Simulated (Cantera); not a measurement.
A Cantera script and what it prints.

```python
import numpy as np
import cantera as ct

gas_names = """
    Fe FeO O O2 O3 S SO SO2 SO3 S2 S2O S8
""".split()
cond_names = """
    Fe(a) Fe(c) Fe(d) Fe(L) FeO(s) FeO(L) FeS(a) FeS(b) FeS(c) FeS(L) FeSO4(s) FeS2(s) Fe2O3(s)
    Fe2S3O12(s) Fe3O4(s) S(cr1) S(cr2) S(L)
""".split()


# ... load() reads the species with a 1 bar reference pressure and builds the phases ...
atoms = {
    'FeS': {'Fe': 1, 'S': 1},
    'O2': {'O': 2},
}
top_T = {'FeSO4(s)': 950, 'FeS2(s)': 1010, 'Fe2O3(s)': 1830, 'Fe2S3O12(s)': 1100, 'Fe3O4(s)': 1870}  # K; cautious upper limits of use, not melting points


# ... equilibrate(T, P, feed) seeds the gas with the atoms and calls Mixture.equilibrate('TP', solver="vcs", rtol=1e-11, max_steps=5000) ...
results = []
feed = {'FeS': 1, 'O2': 0.91}  # mol
P = 44000  # Pa
for T in [723, 823, 923, 1023, 1123, 1223, 1323, 1423]:
    mix = equilibrate(T, P, feed)
    results.append((T, P, feed, dict(zip(mix.species_names, mix.species_moles))))
    x = sorted(zip(gas.X, gas.species_names), reverse=True)
    print(f"T = {T:g} K  P = {P:g} Pa  gas = {mix.phase_moles(0):.4g} mol")
    print("   x: " + "  ".join(f"{s} {v:.3e}" for v, s in x if v > 1e-06))
    print("   condensed (mol): " + ("  ".join(f"{mix.phase(i).name} {mix.phase_moles(i):.4g}"
          for i in range(1, mix.n_phases) if mix.phase_moles(i) > 1e-12) or "none"))
```

Result:

```
T = 723 K  P = 44000 Pa  gas = 0.4326 mol
   x: SO2 9.996e-01  S2 2.875e-04  S2O 1.258e-04
   condensed (mol): FeS2(s) 0.2836  Fe3O4(s) 0.2388
T = 823 K  P = 44000 Pa  gas = 0.4334 mol
   x: SO2 9.953e-01  S2 3.904e-03  S2O 8.183e-04
   condensed (mol): FeS2(s) 0.2823  Fe3O4(s) 0.2392
T = 923 K  P = 44000 Pa  gas = 0.548 mol
   x: SO2 9.783e-01  S2 1.913e-02  S2O 2.511e-03  SO 8.788e-06
   condensed (mol): FeS(c) 0.4402  Fe3O4(s) 0.1866
T = 1023 K  P = 44000 Pa  gas = 0.5493 mol
   x: SO2 9.653e-01  S2 3.125e-02  S2O 3.430e-03  SO 4.646e-05
   condensed (mol): FeS(c) 0.4317  Fe3O4(s) 0.1894
T = 1123 K  P = 44000 Pa  gas = 0.5509 mol
   x: SO2 9.487e-01  S2 4.672e-02  S2O 4.416e-03  SO 1.819e-04
   condensed (mol): FeS(c) 0.4209  Fe3O4(s) 0.193
T = 1223 K  P = 44000 Pa  gas = 0.553 mol
   x: SO2 9.289e-01  S2 6.507e-02  S2O 5.419e-03  SO 5.666e-04
   condensed (mol): FeS(c) 0.408  Fe3O4(s) 0.1973
T = 1323 K  P = 44000 Pa  gas = 0.5554 mol
   x: SO2 9.066e-01  S2 8.556e-02  S2O 6.389e-03  SO 1.478e-03  S 1.751e-06
   condensed (mol): FeS(c) 0.3935  Fe3O4(s) 0.2022
T = 1423 K  P = 44000 Pa  gas = 0.631 mol
   x: SO2 8.766e-01  S2 1.125e-01  S2O 7.526e-03  SO 3.380e-03  S 8.025e-06  SO3 1.219e-06
   condensed (mol): FeO(s) 0.7068  FeS(c) 0.2932
```

Equilibrium computed with Cantera from the NASA thermochemical tables; the gas is ideal and each condensed phase is pure. Metal and sulfide melt together well below either melting point, which pure phases cannot show. Mutual solubility and eutectic melting of coexisting phases are not modelled. The tables' stoichiometric FeO is somewhat more stable than real wüstite, so its field is too wide. FeO, FeS: taken at fixed stoichiometry. Gases not in the tables: S3 to S7.
